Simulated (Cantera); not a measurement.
Input: 1 mol Si, 0.83 mol H2O, 14 mol N2, at 1000 Pa.

Cantera equilibrium calculation (NASA polynomials, part measured and part estimated; ideal gas, pure solids and liquids). Candidate condensed phases: H2O, Si, SiO2, Si2N2O, Si3N4; 35 gas species. N2 is the only nitrogen source here; it is nearly inert below about 1500 K, so the nitride shown seldom forms there in practice. Mutual solubility and eutectic melting of coexisting phases are not modelled. The tables hold silica as quartz up to 1696 K and as liquid above; real silica turns to tridymite and cristobalite and melts near 1996 K. Kinetics and transport are ignored. All values below are at 977 °C.

Base state: N2 0.943, H2 0.0575 (mole fractions); condensed: SiO2(β-quartz) + Si2N2O(s).

**Question.** What changes in the equilibrium state with this change: Si replaced by Si3N4?

**Answer.** 
```json
[
 {"species": "N2", "before": "0.943", "after": "0.945"},
 {"species": "H2", "before": "0.0575", "after": "0.0549"},
 {"species": "SiO2(β-quartz), mol", "before": "0.220", "after": "0"},
 {"species": "Si2N2O(s), mol", "before": "0.390", "after": "0.830"},
 {"species": "Si3N4(s), mol", "before": "0", "after": "0.447"}
]
```

**Question.** What changes in the equilibrium state with this change: Si replaced by SiC?

**Answer.** 
```json
[
 {"species": "N2", "before": "0.943", "after": "0.921"},
 {"species": "H2", "before": "0.0575", "after": "0.0566"},
 {"species": "CO", "before": "0", "after": "0.0225"},
 {"species": "HCN", "before": "0", "after": "2.90e-5"},
 {"species": "SiO2(β-quartz), mol", "before": "0.220", "after": "0"},
 {"species": "Si2N2O(s), mol", "before": "0.390", "after": "0.500"},
 {"species": "C(graphite), mol", "before": "0", "after": "0.670"}
]
```
Further candidate phases: C, C6H6, C7H8, C8H18, SiC.
